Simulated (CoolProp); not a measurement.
Vapour-liquid equilibrium of propylene (1) + R142b (2) at 0.132 bar; x and y are mole fractions of (1).

Model: multi-fluid Helmholtz-energy mixture model, Lemmon 2013 and Lemmon 2006; pair parameters Bell 2016, in CoolProp.

```csv
x,bubble temperature (°C),y at the bubble point,dew temperature at overall composition x (°C),liquid density (mol/L)
0.05,-55.9,0.328,-51.1,12.96
0.15,-64.1,0.651,-52.7,13.30
0.25,-69.6,0.791,-54.4,13.60
0.35,-73.4,0.862,-56.4,13.87
0.45,-76.1,0.902,-58.6,14.12
0.55,-78.1,0.929,-61.1,14.36
0.65,-79.8,0.948,-64.1,14.61
0.75,-81.1,0.964,-67.8,14.86
0.85,-82.4,0.978,-72.7,15.12
0.95,-83.6,0.992,-79.9,15.39
```

No azeotrope shows between x = 0.05 and 0.95.

Pair parameters are fitted to limited data, so mixtures are less certain than the pure fluids.
